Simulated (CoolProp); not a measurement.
Saturation properties of ammonia (Tc = 405.6 K, pc = 113.6 bar, ω = 0.256).

Model: reference Helmholtz-energy equation of state, Gao 2020, in CoolProp.

```
T (K)     p (bar)  enthalpy of vaporisation (kJ/kg)  vapour Z  surface tension (mN/m)  liquid viscosity (µPa s)  liquid conductivity (mW/(m K))
-----  ----------  --------------------------------  --------  ----------------------  ------------------------  ------------------------------
235.7      0.8198                              1382    0.9758                    35.1                       270                             679
241.4       1.096                              1365    0.9709                    33.8                       249                             660
247.2       1.449                              1347    0.9653                    32.4                       231                             641
252.9       1.879                              1330    0.9592                    31.1                       215                             622
258.7       2.417                              1311    0.9522                    29.7                       200                             604
264.4       3.057                              1292    0.9445                    28.4                       187                             586
270.2       3.839                              1272    0.9360                    27.0                       176                             568
275.9  (withheld)                              1252    0.9269                    25.6                       165                             551
281.7       5.846                        (withheld)    0.9167                    24.3                       155                             534
287.4       7.102                              1209    0.9059                    23.0                       147                             517
293.2       8.584                        (withheld)    0.8939                    21.6                       138                             500
298.9       10.26                              1163    0.8813                    20.3                       131                             484
304.7  (withheld)                              1138    0.8675                    19.0                       124                      (withheld)
310.4       14.39                        (withheld)    0.8530                    17.7                       117                             451
316.2       16.90                        (withheld)    0.8372                    16.4                       111                             435
```

Q: Some entries are withheld; supply them.

A: 
- 275.9, p (bar): 4.752
- 281.7, enthalpy of vaporisation (kJ/kg): 1231
- 293.2, enthalpy of vaporisation (kJ/kg): 1186
- 304.7, p (bar): 12.21
- 304.7, liquid conductivity (mW/(m K)): 467
- 310.4, enthalpy of vaporisation (kJ/kg): 1112
- 316.2, enthalpy of vaporisation (kJ/kg): 1085

It boils at 239.8 K under 1 atm.

Viscosity comes from a separate model (Fenghour 1995). Thermal conductivity comes from a separate model (Tufeu 1984). Surface tension comes from a separate correlation (Mulero 2012).
